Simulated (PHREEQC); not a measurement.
Dissolve 87 mmol/kgw HCl, 13 mmol/kgw MnSO4 and 0.072 mmol/kgw Na2SO4 at 25 °C. Closed to the air; pH follows from the charge balance.

The numbers come from PHREEQC with the ion-association model, wateq4f.dat.

Each row changes one thing in this solution. Precipitation was switched off in this run.

```csv
case,pH,ionic strength (mol/kgw),HSO4- (mol/kgw),SO4-2 (mol/kgw)
as made,1.20,0.115,0.00910,0.00316
HCl from 0.087 to 0.0435 mol/kgw,1.51,0.0740,0.00699,0.00456
MnSO4 left out,1.14,0.0871,5.59e-5,1.61e-5
diluted 10-fold with water,2.12,0.0127,0.000423,0.000812
Na2SO4 replaced by ZnSO4 at the same molality,1.20,0.115,0.00910,0.00316
temperature from 25 to 90 °C,1.22,0.111,0.0117,0.000862
diluted 2-fold with water,1.47,0.0592,0.00389,0.00220
temperature from 25 to 10 °C,1.19,0.116,0.00843,0.00388
```

Species that the database lacks are ignored. At this temperature some constants are extrapolated from 25 °C, and those without enthalpy data are left unchanged.
